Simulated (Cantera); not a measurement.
**Moist CO burnout**

An isothermal, constant-pressure homogeneous reactor starts with 0.197 % CO, 0.927 % O2, 0.286 % H2O, 98.6 % N2, equivalence ratio 0.11, at 1350 K and 5.00 bar.

Cantera simulation using GRI-Mech 3.0 (53 species, 325 reactions); the numbers are that mechanism's predictions, not measurements.

```
t (s)         x CO     x O2    x H2O      x NO     x N2O
--------  --------  -------  -------  --------  --------
0.000500   0.00197  0.00927  0.00286    <1e-12  2.80e-10
0.00114    0.00192  0.00923  0.00285  1.17e-10   4.20e-8
0.00259    0.00115  0.00884  0.00284   1.79e-8   7.39e-7
0.00589   0.000441  0.00850  0.00285   6.03e-8   1.49e-6
0.0134    0.000111  0.00834  0.00286   1.00e-7   1.86e-6
0.0305     1.88e-5  0.00830  0.00286   1.24e-7   1.72e-6
0.0695     2.31e-6  0.00829  0.00286   1.35e-7   1.09e-6
0.158      1.86e-7  0.00829  0.00286   1.40e-7   3.43e-7
0.360      1.06e-8  0.00829  0.00286   1.41e-7   4.33e-8
0.819      3.95e-9  0.00829  0.00286   1.41e-7   1.98e-8
1.86       3.91e-9  0.00829  0.00286   1.41e-7   1.96e-8
4.24       3.91e-9  0.00829  0.00286   1.42e-7   1.96e-8
9.65       3.91e-9  0.00829  0.00286   1.43e-7   1.96e-8
22.0       3.91e-9  0.00829  0.00286   1.46e-7   1.96e-8
50.0       3.91e-9  0.00829  0.00286   1.53e-7   1.96e-8
```
x: mole fraction; the columns are a selection and need not sum to one.

Equilibrium at this temperature and pressure: CO 3.93e-9, O2 0.00823, H2O 0.00286, NO 0.000121, N2O 1.96e-8 (gas phase only).
